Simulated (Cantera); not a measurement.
An isothermal, constant-pressure homogeneous reactor starts with CH4 : H2 = 0.017 : 1 (molar parts), at 1650 K and 82.5 Torr. Integrator tolerance rtol = 1e-08.

Cantera simulation using GRI-Mech 3.0 (53 species, 325 reactions); the numbers are that mechanism's predictions, not measurements. GRI-Mech 3.0 stops at C3 and has no aromatics, soot or wall deposition, so with more carbon than oxygen in the feed, carbon stays in small species such as C2H2 where larger ones or solid carbon would form.

```
quantity                                            before                                      after
-----------------  ---------------------------------------  -----------------------------------------
x(CH4) at 30.0 s   0.00186 (gas-phase equilibrium 0.00180)    0.00306 (gas-phase equilibrium 0.00306)
x(H2) at 30.0 s        0.991 (gas-phase equilibrium 0.991)        0.975 (gas-phase equilibrium 0.975)
x(C2H6) at 30.0 s  1.97e-8 (gas-phase equilibrium 1.91e-8)    5.57e-8 (gas-phase equilibrium 5.56e-8)
x(C2H4) at 30.0 s  5.69e-5 (gas-phase equilibrium 5.72e-5)  0.000169 (gas-phase equilibrium 0.000169)
x(CH2) at 30.0 s   2.85e-9 (gas-phase equilibrium 2.76e-9)    4.77e-9 (gas-phase equilibrium 4.76e-9)
x(C2H2) at 30.0 s  0.00724 (gas-phase equilibrium 0.00727)      0.0219 (gas-phase equilibrium 0.0219)
```

Which change was made?
A. CH4 0.017 to 0.14 parts
B. temperature 1650 to 2698 K
C. pressure from 82.5 Torr to 0.340 bar
D. CH4 0.017 to 0.052 parts

D, CH4 0.017 to 0.052 parts
